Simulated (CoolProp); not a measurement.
CH2F2 (R32) at 224.49 K and 0.857 MPa flows at 2.4 m/s in a round tube of 20 mm bore and 15 µm roughness, fully developed (64/Re and Nu = 3.66 if laminar; Colebrook and Gnielinski if turbulent). Each further row changes one setting.

Values from CoolProp's reference Helmholtz-energy equation of state, Tillner-Roth 1997.

| case | Reynolds number | Darcy friction factor | pressure drop (Pa/m) | heat-transfer coefficient (W/(m² K)) | mass flow (kg/h) |
|---|---|---|---|---|---|
| as stated | 200000 | 0.0200 | [?] | 7610 | [?] |
| velocity 4.8 m/s | 400000 | [?] | [?] | 14800 | 6550 |
| diameter 40 mm | 400000 | 0.0171 | 1480 | 6690 | 13100 |

Problem. Some entries are withheld; supply them.

Solution. 
- as stated, pressure drop (Pa/m): 3470
- as stated, mass flow (kg/h): 3270
- velocity 4.8 m/s, Darcy friction factor: 0.0192
- velocity 4.8 m/s, pressure drop (Pa/m): 13400

Viscosity comes from a separate model (Bell 2016), an estimate that may be off by 10 % or more. Thermal conductivity comes from a separate model (Huber 2003), an estimate that may be off by 10 % or more.
